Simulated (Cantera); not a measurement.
A perfectly stirred reactor is fed with 4.25 % CH₄, 0.191 % C₂H₆, 1.87 % C₃H₈, 19.7 % O₂, 74.0 % N₂, at 1.80 bar; it is adiabatic with a 400 K inlet, and is followed from long to short residence time, starting on the burning branch (τ in s: 0.3, 0.14, 0.067, 0.031, 0.015, 0.0069, 0.0032, 0.0015, 0.00071, 0.00033, 0.00016, 7.3e-05, 3.4e-05).

Model: GRI-Mech 3.0 (53 species, 325 reactions), integrated in Cantera. GRI-Mech 3.0 was tuned for natural gas; its chemistry of propane as a main component is partial and can be far from experiment.

**Question.** Predict: blow-out, bracketed by the residence times tried; x(CH₄) at τ = 0.300 s; x(C₂H₆) at τ = 0.300 s; x(C₃H₈) at τ = 0.300 s; x(CH₂) at τ = 0.300 s; x(NO) at τ = 0.300 s; x(CH₄) at τ = 3.20 ms; x(C₂H₆) at τ = 3.20 ms; x(C₃H₈) at τ = 3.20 ms; x(CH₂) at τ = 3.20 ms; x(NO) at τ = 3.20 ms.

**Answer.** 
| Quantity | Value |
|---|---|
| blow-out, bracketed by the residence times tried | burning at 73.0 µs, out at 34.0 µs |
| x(CH₄) at τ = 0.300 s | 3.60e-7 |
| x(C₂H₆) at τ = 0.300 s | 1.70e-9 |
| x(C₃H₈) at τ = 0.300 s | 1.88e-8 |
| x(CH₂) at τ = 0.300 s | 2.30e-8 |
| x(NO) at τ = 0.300 s | 0.00258 |
| x(CH₄) at τ = 3.20 ms | 1.54e-5 |
| x(C₂H₆) at τ = 3.20 ms | 1.32e-7 |
| x(C₃H₈) at τ = 3.20 ms | 1.23e-6 |
| x(CH₂) at τ = 3.20 ms | 1.08e-6 |
| x(NO) at τ = 3.20 ms | 0.000334 |
